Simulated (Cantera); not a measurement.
An isothermal, constant-pressure homogeneous reactor starts with H2 : O2 : N2 = 0.024 : 1 : 0.4 (molar parts), equivalence ratio 0.012, at 1473 K and 580 Pa.

Cantera simulation using GRI-Mech 3.0 (53 species, 325 reactions); the numbers are that mechanism's predictions, not measurements. Radical loss at walls, strong at low pressure, is not modelled.

One state of this run: x H2 = 0.0166; x O2 = 0.702; x NO = 1.04e-12; x NO2 = <1e-12; x HO2 = 8.27e-7. x: mole fraction; the columns are a selection and need not sum to one.

### Question
Which value of t (s) does it belong to?
(A) 24.4
(B) 0.00298
(C) 0.0445
(D) 60.0

### Answer
B, 0.00298
